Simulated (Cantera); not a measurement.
Cantera run, input and output.

```python
import numpy as np
import cantera as ct

gas = ct.Solution("gri30.yaml")
gas.TP = 300, 190000
flame = ct.CounterflowDiffusionFlame(gas, width=0.02)
flame.fuel_inlet.X, flame.fuel_inlet.T = {'CH4': 1, 'H2': 0.34}, 475
flame.oxidizer_inlet.X, flame.oxidizer_inlet.T = {'O2': 0.23, 'N2': 0.77}, 600
flame.set_refine_criteria(ratio=3, slope=0.12, curve=0.24, prune=0.03)
show = ['OH', 'H', 'NO', 'CO', 'C2H2']

rows = []
print(f"{'mdot':>8s}{'a_max':>10s}{'a_mean':>10s}{'Tmax/K':>9s}" + "".join(f"{s:>11s}" for s in show) + "   (peak mole fractions)")
for i, mdot in enumerate([1.1, 1.9, 3.3, 5.6, 9.6, 16, 28]):  # kg/m2/s on the oxidiser side
    flame.oxidizer_inlet.mdot, flame.fuel_inlet.mdot = mdot, 0.65 * mdot
    flame.solve(loglevel=0, auto=(i == 0))
    if flame.T.max() < max(475, 600) + 100:
        print(f"{mdot:8.3g}  no burning solution found from the previous one")
        break
    dT = np.abs(np.gradient(flame.T, flame.grid))
    rows.append([flame.strain_rate("max"), flame.strain_rate("mean"), flame.T.max(),
                 *(flame.X[gas.species_index(s)].max() for s in show), max(dT[0], dT[-1]) / dT.max()])
    print(f"{mdot:8.3g}{rows[-1][0]:10.1f}{rows[-1][1]:10.1f}{rows[-1][2]:9.1f}" + "".join(f"{x:11.3e}" for x in rows[-1][3:-1]))
```

Result:

```
    mdot     a_max    a_mean   Tmax/K         OH          H         NO         CO       C2H2   (peak mole fractions)
     1.1     453.7     109.4   2349.7  1.273e-02  5.628e-03  4.381e-04  6.072e-02  1.549e-02
     1.9     746.2     189.0   2314.4  1.289e-02  6.186e-03  3.680e-04  5.836e-02  1.429e-02
     3.3    1243.7     328.3   2286.6  1.297e-02  6.796e-03  3.091e-04  5.668e-02  1.325e-02
     5.6    2040.0     557.2   2257.6  1.282e-02  7.343e-03  2.509e-04  5.533e-02  1.213e-02
     9.6    3398.9     955.1   2220.3  1.232e-02  7.780e-03  1.878e-04  5.426e-02  1.083e-02
      16    5544.2    1591.9   2177.8  1.152e-02  8.029e-03  1.291e-04  5.376e-02  9.331e-03
      28    9489.7    2785.8   2114.8  1.008e-02  7.887e-03  7.016e-05  5.385e-02  7.039e-03
```

Detailed kinetics in Cantera: GRI-Mech 3.0 (53 species, 325 reactions). GRI-Mech 3.0 has no aromatics or soot, which form on the fuel side of real flames. The maximum strain rate includes the flame's own expansion and is several times the mean.
